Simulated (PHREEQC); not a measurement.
A solution holds 180 mmol/kgw Cu(NO3)2 and 0.062 mmol/kgw MgSO4, at 25 °C. Closed to the air; pH follows from the charge balance.

Equilibrium calculation in PHREEQC: ion-association model, phreeqc.dat.

No solid was allowed to form.

Task: Estimate the pH, specific conductance.

Result: pH 4.11; specific conductance 27900 µS/cm.

Task: In which forms is S present?

Result: CuSO4 61 %, SO4-2 39 % of the S.

Species that the database lacks are ignored.
